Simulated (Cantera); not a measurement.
Input: 1 mol AlCl3, 2.5 mol N2O, 17 mol H2, 15 mol H2O, held at 0.548 Torr.

Method: chemical equilibrium by Gibbs-energy minimisation in Cantera with the NASA 1993 tables (ideal gas, pure condensed phases). Candidate condensed phases: Al, AlCl3, AlN, Al2O3, H2O, NH4Cl; 45 gas species. Condensed phases not in the tables: AlOCl. The numbers say what is thermodynamically allowed, not how fast it happens. All values below are at 625 K.

Base state: H2O 0.444, H2 0.403, HCl 0.0833, N2 0.0694 (mole fractions); condensed: Al2O3(s).

### Question
What changes in the equilibrium state with this change: N2O from 2.5 to 3.8 mol?

### Answer
| species | before | after |
|---|---|---|
| H2O | 0.444 | 0.464 |
| H2 | 0.403 | 0.354 |
| N2 | 0.0694 | 0.102 |
| HCl | 0.0833 | 0.0804 |
| Al2O3(s), mol | 0.500 | 0.500 |
